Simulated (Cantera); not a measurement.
An isothermal, constant-pressure homogeneous reactor starts with 0.358 % CH₄, 0.308 % O₂, 99.3 % N₂, equivalence ratio 2.3, at 925 K and 7500 Torr.

Model: GRI-Mech 3.0 (53 species, 325 reactions), integrated in Cantera. Below about 1000 K GRI-Mech 3.0 lacks low-temperature oxidation paths.

x: mole fraction; the columns are a selection and need not sum to one.

```csv
t (s),x CH₄,x O₂,x CO,x NO,x C₂H,x H₂O
7.00e-5,0.00358,0.00308,<1e-12,<1e-12,<1e-12,<1e-12
0.000264,0.00358,0.00308,<1e-12,<1e-12,<1e-12,<1e-12
0.000992,0.00358,0.00308,<1e-12,<1e-12,<1e-12,<1e-12
0.00373,0.00358,0.00308,<1e-12,<1e-12,<1e-12,<1e-12
0.0141,0.00358,0.00308,<1e-12,<1e-12,<1e-12,1.30e-11
0.0529,0.00358,0.00308,<1e-12,<1e-12,<1e-12,2.60e-10
0.199,0.00358,0.00308,4.92e-12,<1e-12,<1e-12,[?]
0.750,0.00358,0.00308,2.61e-10,<1e-12,<1e-12,[?]
2.82,0.00358,0.00308,5.88e-9,<1e-12,<1e-12,[?]
10.6,0.00357,0.00308,1.60e-7,<1e-12,<1e-12,[?]
40.0,0.00130,7.71e-5,0.00174,<1e-12,<1e-12,[?]
```

### Question
Fill in the missing entries.

### Answer

- 0.199, x H₂O: 4.89e-9
- 0.750, x H₂O: 4.10e-8
- 2.82, x H₂O: 2.14e-7
- 10.6, x H₂O: 1.60e-6
- 40.0, x H₂O: 0.00348
